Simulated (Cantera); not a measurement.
An adiabatic, constant-pressure homogeneous reactor starts with CH₄ : CO : O₂ : N₂ = 1 : 1.4 : 2.81 : 10.6 (molar parts), equivalence ratio 0.96, at 1698 K and 1.00 bar. Integrator tolerance rtol = 1e-08.

Cantera simulation using GRI-Mech 3.0 (53 species, 325 reactions); the numbers are that mechanism's predictions, not measurements.

**Question.** What does this change do: initial temperature 1698 to 1425 K?

**Answer.** 
```
quantity                                                            before                                      after
---------------------------------  ---------------------------------------  -----------------------------------------
time of steepest temperature rise                                 0.213 ms                                    2.49 ms
temperature at 9.00 s                                               2789 K                                     2699 K
equilibrium temperature                                             2789 K                                     2699 K
x(CH₄) at 9.00 s                     <1e-12 (gas-phase equilibrium <1e-12)      <1e-12 (gas-phase equilibrium <1e-12)
x(CO) at 9.00 s                      0.0672 (gas-phase equilibrium 0.0672)      0.0559 (gas-phase equilibrium 0.0559)
x(O₂) at 9.00 s                      0.0322 (gas-phase equilibrium 0.0322)      0.0284 (gas-phase equilibrium 0.0284)
x(HCN) at 9.00 s                   1.42e-9 (gas-phase equilibrium 1.42e-9)  7.84e-10 (gas-phase equilibrium 7.84e-10)
x(CH₂CO) at 9.00 s                   <1e-12 (gas-phase equilibrium <1e-12)      <1e-12 (gas-phase equilibrium <1e-12)
x(H₂O) at 9.00 s                     0.0990 (gas-phase equilibrium 0.0990)        0.107 (gas-phase equilibrium 0.107)
```

**Question.** What does this change do: O2 2.81 to 3.8 parts?

**Answer.** 
| quantity | before | after |
|---|---|---|
| time of steepest temperature rise | 0.213 ms | 0.167 ms |
| temperature at 9.00 s | 2789 K | 2788 K |
| equilibrium temperature | 2789 K | 2788 K |
| x(CH₄) at 9.00 s | <1e-12 (gas-phase equilibrium <1e-12) | <1e-12 (gas-phase equilibrium <1e-12) |
| x(CO) at 9.00 s | 0.0672 (gas-phase equilibrium 0.0672) | 0.0497 (gas-phase equilibrium 0.0497) |
| x(O₂) at 9.00 s | 0.0322 (gas-phase equilibrium 0.0322) | 0.0728 (gas-phase equilibrium 0.0728) |
| x(HCN) at 9.00 s | 1.42e-9 (gas-phase equilibrium 1.42e-9) | 5.39e-10 (gas-phase equilibrium 5.39e-10) |
| x(CH₂CO) at 9.00 s | <1e-12 (gas-phase equilibrium <1e-12) | <1e-12 (gas-phase equilibrium <1e-12) |
| x(H₂O) at 9.00 s | 0.0990 (gas-phase equilibrium 0.0990) | 0.0954 (gas-phase equilibrium 0.0954) |
